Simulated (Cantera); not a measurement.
**Ignition delay**

Mixture: 7.27 % CH₄, 0.349 % C₂H₆, 0.364 % C₃H₈, 19.3 % O₂, 72.7 % N₂, equivalence ratio 0.91, at 0.540 bar, adiabatic and at constant pressure. Ignition delay is the time to a rise of 400 K.

Model: GRI-Mech 3.0 (53 species, 325 reactions), integrated in Cantera.

```tsv
T0 (K)	delay (ms)
1023	270
1098	75.4
1173	21.3
1248	6.47
1323	2.23
1398	0.887
1473	0.408
```

```
Quantity                                                 Value
--------------------------------------------------  ----------
apparent activation energy between 1323 and 1473 K  180 kJ/mol
```
